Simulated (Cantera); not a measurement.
A closed system holds: 1 mol CH3Cl, 0.08 mol Si, held at 3125 K and 0.0133 bar.

Method: chemical equilibrium by Gibbs-energy minimisation in Cantera with the NASA 1993 tables (ideal gas, pure condensed phases). Candidate condensed phases: C, C6H6, C7H8, C8H18, Si, SiC; 109 gas species. The tables' values for SiCl, CCl are old estimates; treat these amounts as uncertain. Rates play no part.

Base state: H 0.552, Cl 0.213, H2 0.0779, C3 0.0597, HCl 0.0444, Si 0.0110, C 0.0106, SiC2 0.00929 (mole fractions); condensed: gas only.

Problem. What changes in the equilibrium state with this change: Si from 0.08 to 0.5 mol?

Solution. 
| species | before | after |
|---|---|---|
| H | 0.552 | 0.519 |
| Cl | 0.213 | 0.196 |
| Si | 0.0110 | 0.0722 |
| SiC2 | 0.00929 | 0.0436 |
| C3 | 0.0597 | 0.0360 |
| C | 0.0106 | 0.00898 |
| HCl | 0.0444 | 0.0385 |
| H2 | 0.0779 | 0.0689 |
| Si2 | 4.46e-7 | 1.93e-5 |
| Si2C | 4.71e-6 | 0.000172 |

Problem. What changes in the equilibrium state with this change: temperature from 3125 K to 2698 K?

Solution. 
| species | before | after |
|---|---|---|
| H2 | 0.0779 | 0.313 |
| H | 0.552 | 0.273 |
| HCl | 0.0444 | 0.233 |
| C3 | 0.0597 | 0.000643 |
| C | 0.0106 | 0.000155 |
| Si | 0.0110 | 0.0175 |
| Cl | 0.213 | 0.142 |
| C4 | 0.000254 | 8.37e-7 |
| C5 | 0.00125 | 4.25e-6 |
| C(graphite), mol | 0 | 0.910 |
The tables' values for SiCl are old estimates; treat these amounts as uncertain.
